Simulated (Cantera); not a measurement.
Cantera run:

```python
import numpy as np
import cantera as ct

gas_names = """
    B BH BH2 BH3 BN BO BO2 B2 B2O B2O2 B2O3 B3O3H3 H HBO HBO2 HNO HNO2 HNO3 HO2 H2 H2O H2O2 H3B3O6 N NH
    NH2 NH3 NH2OH NO NO2 NO3 N2 N2H2 N2H4 N2O O OH O2 O3
""".split()
cond_names = """
    B(b) B(L) BN(s) B2O3(L) B3O3H3(cr) H2O(s) H2O(L)
""".split()


# ... load() reads the species with a 1 bar reference pressure and builds the phases ...
atoms = {
    'B': {'B': 1},
    'H2O': {'H': 2, 'O': 1},
    'N2': {'N': 2},
}
top_T = {'BN(s)': 3200}  # K; cautious upper limits of use, not melting points


# ... equilibrate(T, P, feed) seeds the gas with the atoms and calls Mixture.equilibrate('TP', solver="vcs", rtol=1e-11, max_steps=5000) ...
results = []
feed = {'B': 1, 'H2O': 0.083, 'N2': 8.9}  # mol
P = 37  # Pa
for T in [1323, 1373, 1423, 1473, 1523, 1573, 1623, 1673, 1723, 1773]:
    mix = equilibrate(T, P, feed)
    results.append((T, P, feed, dict(zip(mix.species_names, mix.species_moles))))
    x = sorted(zip(gas.X, gas.species_names), reverse=True)
    print(f"T = {T:g} K  P = {P:g} Pa  gas = {mix.phase_moles(0):.4g} mol")
    print("   x: " + "  ".join(f"{s} {v:.3e}" for v, s in x if v > 1e-05))
    print("   condensed (mol): " + ("  ".join(f"{mix.phase(i).name} {mix.phase_moles(i):.4g}"
          for i in range(1, mix.n_phases) if mix.phase_moles(i) > 1e-12) or "none"))
```

It prints:

```
T = 1323 K  P = 37 Pa  gas = 8.521 mol
   x: N2 9.890e-01  H2 9.416e-03  B2O3 9.394e-04  HBO2 5.000e-04  HBO 1.301e-04  B2O2 2.311e-05
   condensed (mol): BN(s) 0.9456  B2O3(L) 0.01629
T = 1373 K  P = 37 Pa  gas = 8.538 mol
   x: N2 9.871e-01  H2 9.200e-03  B2O3 2.583e-03  HBO2 7.119e-04  HBO 3.050e-04  B2O2 1.098e-04  BO 1.749e-05  H 1.660e-05
   condensed (mol): BN(s) 0.9452
T = 1423 K  P = 37 Pa  gas = 8.54 mol
   x: N2 9.869e-01  H2 9.188e-03  B2O3 2.540e-03  HBO2 5.276e-04  HBO 4.940e-04  B2O2 2.466e-04  BO 5.214e-05  H 3.310e-05
   condensed (mol): BN(s) 0.9432
T = 1473 K  P = 37 Pa  gas = 8.544 mol
   x: N2 9.867e-01  H2 9.113e-03  B2O3 2.349e-03  HBO 7.553e-04  B2O2 5.025e-04  HBO2 3.814e-04  BO 1.412e-04  H 6.279e-05
   condensed (mol): BN(s) 0.9404
T = 1523 K  P = 37 Pa  gas = 8.549 mol
   x: N2 9.863e-01  H2 8.979e-03  B2O3 1.976e-03  HBO 1.082e-03  B2O2 9.133e-04  BO 3.460e-04  HBO2 2.625e-04  H 1.139e-04
   condensed (mol): BN(s) 0.9361
T = 1573 K  P = 37 Pa  gas = 8.556 mol
   x: N2 9.858e-01  H2 8.802e-03  B2O2 1.437e-03  B2O3 1.434e-03  HBO 1.431e-03  BO 7.589e-04  H 1.983e-04  HBO2 1.660e-04
   condensed (mol): BN(s) 0.9307
T = 1623 K  P = 37 Pa  gas = 8.566 mol
   x: N2 9.850e-01  H2 8.615e-03  B2O2 1.888e-03  HBO 1.722e-03  BO 1.469e-03  B2O3 8.456e-04  H 3.335e-04  HBO2 9.261e-05
   condensed (mol): BN(s) 0.925
T = 1673 K  P = 37 Pa  gas = 8.575 mol
   x: N2 9.842e-01  H2 8.449e-03  BO 2.490e-03  B2O2 2.029e-03  HBO 1.870e-03  H 5.442e-04  B2O3 3.905e-04  HBO2 4.453e-05
   condensed (mol): BN(s) 0.9207
T = 1723 K  P = 37 Pa  gas = 8.584 mol
   x: N2 9.833e-01  H2 8.305e-03  BO 3.735e-03  HBO 1.845e-03  B2O2 1.809e-03  H 8.640e-04  B2O3 1.436e-04  HBO2 1.864e-05
   condensed (mol): BN(s) 0.9184
T = 1773 K  P = 37 Pa  gas = 8.593 mol
   x: N2 9.823e-01  H2 8.148e-03  BO 5.056e-03  HBO 1.680e-03  B2O2 1.386e-03  H 1.335e-03  B2O3 4.410e-05
   condensed (mol): BN(s) 0.9174
```

Method: chemical equilibrium by Gibbs-energy minimisation in Cantera with the NASA 1993 tables (ideal gas, pure condensed phases). N2 is the only nitrogen source here; it is nearly inert below about 1500 K, so the nitride shown seldom forms there in practice. Mutual solubility and eutectic melting of coexisting phases are not modelled.
